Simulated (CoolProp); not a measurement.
Computed with CoolProp (reference Helmholtz-energy equation of state, Lemmon 2016).

### Question
For R227EA, give the phase and the Z, cp (kJ/(kg K)), cv (kJ/(kg K)), speed of sound (m/s) at 287.9 K and 3.6 MPa; 341.7 K and 3.6 MPa.

### Answer
- 287.9 K and 3.6 MPa: liquid; Z 0.176, cp 1.13, cv 0.809, speed of sound 492
- 341.7 K and 3.6 MPa: liquid; Z 0.178, cp 1.32, cv 0.897, speed of sound 287
